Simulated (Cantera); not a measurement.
Cantera run:

```python
import numpy as np
import cantera as ct

gas_names = """
    Fe FeO Fe(OH)2 H HNO HNO2 HNO3 HO2 H2 H2O H2O2 N NH NH2 NH3 NH2OH NO NO2 NO3 N2 N2H2 N2H4 N2O O OH
    O2 O3
""".split()
cond_names = """
    Fe(a) Fe(c) Fe(d) Fe(L) FeO(s) FeO(L) Fe(OH)2(s) Fe(OH)3(s) Fe2O3(s) Fe3O4(s) H2O(s) H2O(L)
""".split()


# ... load() reads the species with a 1 bar reference pressure and builds the phases ...
atoms = {
    'Fe2O3': {'Fe': 2, 'O': 3},
    'H2': {'H': 2},
    'N2': {'N': 2},
}
top_T = {'Fe2O3(s)': 1830, 'Fe3O4(s)': 1870}  # K; cautious upper limits of use, not melting points


# ... equilibrate(T, P, feed) seeds the gas with the atoms and calls Mixture.equilibrate('TP', solver="vcs", rtol=1e-11, max_steps=5000) ...
results = []
feed = {'Fe2O3': 1, 'H2': 190, 'N2': 6.1}  # mol
T = 1323  # K
P = 190  # Pa
mix = equilibrate(T, P, feed)
results.append((T, P, feed, dict(zip(mix.species_names, mix.species_moles))))
x = sorted(zip(gas.X, gas.species_names), reverse=True)
print(f"T = {T:g} K  P = {P:g} Pa  gas = {mix.phase_moles(0):.4g} mol")
print("   x: " + "  ".join(f"{s} {v:.3e}" for v, s in x if v > 1e-05))
print("   condensed (mol): " + ("  ".join(f"{mix.phase(i).name} {mix.phase_moles(i):.4g}"
      for i in range(1, mix.n_phases) if mix.phase_moles(i) > 1e-12) or "none"))
```

It prints:

```
T = 1323 K  P = 190 Pa  gas = 196.1 mol
   x: H2 9.536e-01  N2 3.111e-02  H2O 1.530e-02  H 3.553e-05
   condensed (mol): Fe(c) 2
```

These are equilibrium values from Cantera (NASA tables, ideal gas, pure condensed phases), not measurements of a reactor.
